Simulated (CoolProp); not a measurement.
A simple Rankine cycle with R236EA: condensing at 323.15 K, boiler at 1.42 MPa, turbine inlet 370.4 K, turbine efficiency 0.6, pump efficiency 0.8, no recuperator. Each further row changes one setting.

The numbers come from the reference Helmholtz-energy equation of state, Rui 2013 in CoolProp.

```
case                             thermal efficiency (%)  net work (kJ/kg)  heat in (kJ/kg)  turbine exit temperature (K)  volume ratio over the turbine
-------------------------------  ----------------------  ----------------  ---------------  ----------------------------  -----------------------------
as stated                                           5.8              9.92              171                         343.6                           3.59
turbine inlet 390.4 K                               5.7              11.2              195                         366.4                           3.41
condensing temperature 315.15 K                     6.7              12.2              182                         339.6                           4.59
boiler pressure 0.994 MPa                           4.2              7.53              180                         354.6                           2.31
turbine efficiency 0.5                              4.7              8.11              171                         345.4                           3.62
```
